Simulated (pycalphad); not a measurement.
CALPHAD calculation (pycalphad, COST 507 light-alloy database (1999)), 1 atm. The database dates from 1999; later assessments differ in places, in temperatures and in the compounds included.

## Al-5.53Si-4.103Fe (wt.%): equilibrium cooling sequence

| T (°C) | phases above | phases below |
|---|---|---|
| 707.3 | liquid | AL13FE4 + liquid |
| 672.9 | AL13FE4 + liquid | AL13FE4 + ALFESI_ALPHA + liquid |
| 669.6 | AL13FE4 + ALFESI_ALPHA + liquid | ALFESI_ALPHA + liquid |
| 622.3 | ALFESI_ALPHA + liquid | ALFESI_ALPHA + fcc + liquid |
| 619.5 | ALFESI_ALPHA + fcc + liquid | ALFESI_BETA + fcc + liquid |
| 575.7 | ALFESI_BETA + fcc + liquid | ALFESI_BETA + diamond (Si) + fcc |

Changes were sought between steps of 50 K, so a narrower field can be missed.

Database names, with the compositions (at.%) that they take in these runs: AL13FE4: Al 76 Fe 24 Si 1; ALFESI_ALPHA: Al 73 Fe 19 Si 8; ALFESI_BETA: Al 70 Si 15 Fe 15.
